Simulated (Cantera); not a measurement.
Input (Python, Cantera) and output of one run.

```python
import numpy as np
import cantera as ct

gas_names = """
    C CH CH2 CH3 CH2OH CH3O CH4 CH3OH CO CO2 COOH C2 C2H CHCO,ketyl C2H2,acetylene C2H2,vinylidene
    CH2CO,ketene C2H3,vinyl CH3CO,acetyl C2H4 C2H4O,ethylen CH3CHO,ethanal CH3COOH (HCOOH)2 C2H5 C2H6
    CH3OCH3 C2H5OH C2O C3 C3H3,propargyl C3H4,allene C3H4,propyne C3H4,cyclo- C3H5,allyl C3H6,propylene
    C3H6,cyclo- C3H6O C3H7,n-propyl C3H7,i-propyl C3H8 C3H8O,1propanol C3H8O,2propanol C3O2 C4 C4H2
    C4H4,1,3-cyclo- C4H6,butadiene C4H6,2-butyne C4H6,cyclo- C4H8,1-butene C4H8,cis2-buten
    C4H8,tr2-butene C4H8,isobutene C4H8,cyclo- (CH3COOH)2 C4H9,n-butyl C4H9,i-butyl C4H9,s-butyl
    C4H9,t-butyl C4H10,isobutane C4H10,n-butane C5 C5H6,1,3cyclo- C5H8,cyclo- C5H10,1-pentene
    C5H10,cyclo- C5H11,pentyl C5H11,t-pentyl C5H12,n-pentane C5H12,i-pentane CH3C(CH3)2CH3 C6H2
    C6H5,phenyl C6H5O,phenoxy C6H6 C6H5OH,phenol C6H10,cyclo- C6H12,1-hexene C6H12,cyclo- C6H13,n-hexyl
    C7H7,benzyl C7H8 C7H8O,cresol C7H14,1-heptene C7H15,n-heptyl C7H16,n-heptane C8H8,styrene
    C8H10,ethylbenz C8H16,1-octene C8H17,n-octyl C8H18,isooctane C8H18,n-octane C9H19,n-nonyl
    C10H8,naphthale C10H21,n-decyl C12H9,o-bipheny C12H10,bipheny H HCO HO2 H2 HCHO,formaldehy HCOOH H2O
    H2O2 O OH O2 O3 Si SiC SiC2 SiC4H12 SiH SiH2 SiH3 SiH4 SiO SiO2 Si2 Si2C Si3
""".split()
cond_names = """
    C(gr) C6H6(L) C7H8(L) C8H18(L),n-octa H2O(s) H2O(L) Si(cr) Si(L) SiC(b) SiO2(Lqz) SiO2(hqz) SiO2(L)
""".split()


def load(file, names, dense=False):
    # The tables refer to 1 bar. Condensed volumes are neglected.
    table = {s.name: s for s in ct.Species.list_from_file(file)}
    out = []
    for n in names:
        d = dict(table[n].input_data)
        d["thermo"] = dict(d["thermo"], **{"reference-pressure": 1e5})
        if dense:
            d["equation-of-state"] = {"model": "constant-volume", "density": "1e6 g/cm^3"}
        out.append(ct.Species.from_dict(d))
    return out


gas = ct.Solution(thermo="ideal-gas", species=load("nasa_gas.yaml", gas_names))
cond = {s.name: ct.Solution(thermo="fixed-stoichiometry", species=[s], name=s.name)
        for s in load("nasa_condensed.yaml", cond_names, dense=True)}
atoms = {
    'SiC': {'Si': 1, 'C': 1},
    'O2': {'O': 2},
    'H2': {'H': 2},
}
top_T = {'C(gr)': 4500, 'SiC(b)': 3050}  # K; cautious upper limits of use, not melting points


def equilibrate(T, P, feed):
    n = {}
    for name, mol in feed.items():
        for a, k in atoms[name].items():
            n[a] = n.get(a, 0.0) + k * mol
    gas.TPX = T, P, n
    mass = sum(n.values()) * gas.mean_molecular_weight
    gas.equilibrate("TP")
    valid = [c for c in cond.values() if c.min_temp <= T <= top_T.get(c.name, c.max_temp)]
    mix = ct.Mixture([(gas, mass / gas.mean_molecular_weight)] + [(c, 0.0) for c in valid])
    mix.T, mix.P = T, P
    mix.equilibrate("TP", solver="vcs", rtol=1e-11, max_steps=5000)
    return mix


results = []
T = 1773.15  # K
P = 3800  # Pa
for m in [0.0092, 0.023, 0.058, 0.15, 0.37, 0.93, 2.3]:
    feed = {'SiC': 1, 'O2': m, 'H2': 1.4}  # mol
    mix = equilibrate(T, P, feed)
    results.append((T, P, feed, dict(zip(mix.species_names, mix.species_moles))))

top = {s: max(r[3][s] / sum(r[3][g] for g in gas_names) for r in results) for s in gas_names}
cols = sorted((s for s in top if top[s] > 0.0001), key=lambda s: -top[s])[:8]
seen = [c for c in cond_names if any(r[3].get(c, 0) > 1e-12 for r in results)]
print("log10 of partial pressures in bar; condensed amounts in mol")
print(f"{'n(O2)':>10s}" + "".join(f"{s[:9]:>10s}" for s in cols + seen))
for T, P, feed, n in results:
    ng = sum(n[g] for g in gas_names)
    print(f"{feed['O2']:10.4g}" + "".join(f"{np.log10(max(n[s] / ng * P / 1e5, 1e-99)):10.3f}" for s in cols)
          + "".join(f"{n.get(c, 0):10.4g}" for c in seen))
```

It prints:

```
log10 of partial pressures in bar; condensed amounts in mol
     n(O2)        H2       H2O        CO       SiO       CO2         H        OH    SiC(b)   SiO2(L)
    0.0092    -1.427    -7.377    -3.608    -3.609   -10.128    -4.259   -11.416    0.9908         0
     0.023    -1.435    -6.995    -3.219    -3.219    -9.349    -4.263   -11.031     0.977         0
     0.058    -1.455    -6.635    -2.838    -2.838    -8.587    -4.273   -10.660     0.942         0
      0.15    -1.505    -6.322    -2.475    -2.475    -7.861    -4.298   -10.322      0.85         0
      0.37    -1.605    -6.129    -2.183    -2.183    -7.277    -4.348   -10.080      0.63         0
      0.93    -1.788    -6.095    -1.965    -1.965    -6.842    -4.439    -9.954      0.07         0
       2.3    -2.326    -1.759    -2.100    -6.457    -2.103    -4.708    -5.349         0         1
```

Cantera equilibrium calculation (NASA polynomials, part measured and part estimated; ideal gas, pure solids and liquids). The tables hold silica as quartz up to 1696 K and as liquid above; real silica turns to tridymite and cristobalite and melts near 1996 K. Gases not in the tables: Si(OH)4.
